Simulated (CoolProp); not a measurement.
C3F8 (R218) along the isotherm 320.9 K: fugacity coefficient from the reference equation and from simpler models built on Tc = 345.0 K, pc = 2.640 MPa, ω = 0.317; each cubic takes its own stable root.

The numbers come from the reference Helmholtz-energy equation of state, Lemmon 2006 in CoolProp. It is a short technical equation, of lower accuracy than the large ones.

```json
[
 {"p (MPa)": "0.825", "phase": "gas", "reference": "0.8683"},
 {"p (MPa)": "1.65", "phase": "liquid", "reference": "0.7026"},
 {"p (MPa)": "2.48", "phase": "liquid", "reference": "0.4911"},
 {"p (MPa)": "3.3", "phase": "liquid", "reference": "0.3871"},
 {"p (MPa)": "4.13", "phase": "liquid", "reference": "0.3243"},
 {"p (MPa)": "4.95", "phase": "liquid", "reference": "0.2833"},
 {"p (MPa)": "5.78", "phase": "liquid", "reference": "0.2541"},
 {"p (MPa)": "6.6", "phase": "liquid", "reference": "0.2328"},
 {"p (MPa)": "7.43", "phase": "liquid", "reference": "0.2163"},
 {"p (MPa)": "8.25", "phase": "liquid", "reference": "0.2036"},
 {"p (MPa)": "9.08", "phase": "liquid", "reference": "0.1934"},
 {"p (MPa)": "9.9", "phase": "liquid", "reference": "0.1853"},
 {"p (MPa)": "10.7", "phase": "liquid", "reference": "0.1788"},
 {"p (MPa)": "11.6", "phase": "liquid", "reference": "0.1729"},
 {"p (MPa)": "12.4", "phase": "liquid", "reference": "0.1686"},
 {"p (MPa)": "13.2", "phase": "liquid", "reference": "0.1651"}
]
```

**Question.** How far does each simpler model (van der Waals, Redlich-Kwong, Soave-Redlich-Kwong, Peng-Robinson) lie from the reference over these 16 states: mean and median of the absolute difference, and the worst?

**Answer.** 
- van der Waals: mean 37.7 %, median 39.8 %, worst +59.0 % at 320.9 K and 13.2 MPa
- Redlich-Kwong: mean 12.1 %, median 13.3 %, worst +15.7 % at 320.9 K and 13.2 MPa
- Soave-Redlich-Kwong: mean 4.0 %, median 4.4 %, worst +6.1 % at 320.9 K and 13.2 MPa
- Peng-Robinson: mean 2.5 %, median 2.3 %, worst -4.4 % at 320.9 K and 13.2 MPa

At some of these states van der Waals, Redlich-Kwong gives the other phase, because its saturation line lies elsewhere.
